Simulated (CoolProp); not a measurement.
Vapour pressure (MPa) of nitrogen: the reference equation beside estimates from Tc = 126.2 K, pc = 3.396 MPa, ω = 0.037.

Model: reference Helmholtz-energy equation of state, Span 2000, in CoolProp.

| T (K) | reference | Lee-Kesler | Soave-Redlich-Kwong | Peng-Robinson |
|---|---|---|---|---|
| 87.4 | 0.2865 | 0.2865 | 0.2862 | 0.2878 |
| 92.2 | 0.4332 | 0.4335 | 0.4346 | 0.4345 |
| 96.9 | 0.6236 | 0.6240 | 0.6278 | 0.6253 |
| 101.7 | 0.8739 | 0.8740 | 0.8824 | 0.8768 |
| 106.5 | 1.189 | 1.188 | 1.203 | 1.194 |
| 111.2 | 1.570 | 1.568 | 1.590 | 1.578 |
| 116 | 2.043 | 2.040 | 2.067 | 2.055 |
| 120.7 | 2.600 | 2.598 | 2.624 | 2.614 |

Absolute difference from the reference over all 8 rows, mean and median: Lee-Kesler 0.1 and 0.1 %, Soave-Redlich-Kwong 0.8 and 0.9 %, Peng-Robinson 0.4 and 0.4 %.
